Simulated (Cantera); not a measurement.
A perfectly stirred reactor is fed with CH4 : C2H6 : C3H8 : O2 : N2 = 1 : 0.19 : 1.3 : 5.09 : 19.1 (molar parts), equivalence ratio 1.8, at 8.68 atm; it is adiabatic with a 675 K inlet, and is followed from long to short residence time, starting on the burning branch (τ in s: 0.099, 0.051, 0.026, 0.014, 0.0071, 0.0037, 0.0019, 0.00098, 0.00051, 0.00026, 0.00014, 7.1e-05).

Detailed kinetics in Cantera: GRI-Mech 3.0 (53 species, 325 reactions). GRI-Mech 3.0 was tuned for natural gas; its chemistry of propane as a main component is partial and can be far from experiment.

### Question
What does this change do: O2 5.09 to 3.5 parts?

### Answer
```
quantity                                                                          before                                 after
------------------------------------------------  --------------------------------------  ------------------------------------
blow-out, bracketed by the residence times tried  burning at 71.0 µs, the shortest tried  burning at 0.980 ms, out at 0.510 ms
x(CH4) at τ = 99.0 ms                                                            0.00138                                0.0276
x(C2H6) at τ = 99.0 ms                                                           2.66e-7                               7.80e-5
x(C3H8) at τ = 99.0 ms                                                           1.69e-7                               1.30e-5
x(H2O2) at τ = 99.0 ms                                                           2.10e-9                               1.91e-8
x(H2O) at τ = 99.0 ms                                                              0.126                                0.0992
x(CH4) at τ = 1.90 ms                                                            0.00641                                0.0345
x(C2H6) at τ = 1.90 ms                                                           1.37e-5                              0.000980
x(C3H8) at τ = 1.90 ms                                                           7.03e-6                              0.000593
x(H2O2) at τ = 1.90 ms                                                           8.51e-8                               7.50e-7
x(H2O) at τ = 1.90 ms                                                              0.144                                0.0924
```
